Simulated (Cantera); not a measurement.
**Tantalum, niobium, vanadium and zirconium in process gases: Ta + CH4 + H2**

Input: 1 mol Ta, 0.2 mol CH4, 8.9 mol H2, equilibrated at 2575 K and 160 Pa.

Cantera equilibrium calculation (NASA polynomials, part measured and part estimated; ideal gas, pure solids and liquids). Candidate condensed phases: C, C6H6, C7H8, C8H18, Ta, TaC; 77 gas species. Mutual solubility and eutectic melting of coexisting phases are not modelled. TaC: taken at fixed stoichiometry. Condensed phases not in the tables: Ta2C, N, O or C dissolved in the metal. The numbers say what is thermodynamically allowed, not how fast it happens.

```json
{
 "x(H)": "0.569",
 "x(H2)": "0.431",
 "x(Ta)": "1.96e-6",
 "n(Ta(s))": "0.800 mol",
 "n(TaC(s))": "0.200 mol",
 "gas_amount": "12.99 mol",
 "log10 activity of C(graphite) (absent)": "-2.85"
}
```
